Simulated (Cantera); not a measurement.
Charge: 1 mol SiCl₄, 390 mol H₂, 0.2 mol HCl, equilibrated at 877 °C and 21.0 mbar.

These are equilibrium values from Cantera (NASA tables, ideal gas, pure condensed phases), not measurements of a reactor. Candidate condensed phases: Si; 19 gas species. The tables' values for SiCl₃ are old estimates; treat these amounts as uncertain. Equilibrium is a limit: real reactors are often held back by kinetics, nucleation or transport.

Base state: H₂ 0.990, HCl 0.0101, SiCl₂ 0.000226, SiHCl₃ 2.50e-5, SiCl₃ 1.61e-5, SiCl₄ 1.25e-5 (mole fractions); condensed: Si(s).

What changes in the equilibrium state with this change: pressure from 21.0 mbar to 1 atm?


```
species      before     after
----------  -------  --------
H₂            0.990     0.991
HCl          0.0101   0.00761
SiHCl₃      2.50e-5  0.000520
SiH₃Cl      4.22e-7   1.54e-5
SiH₂Cl₂     6.26e-6  0.000172
SiCl₄       1.25e-5  0.000196
SiCl₃       1.61e-5   4.81e-5
Si(s), mol    0.888     0.576
```
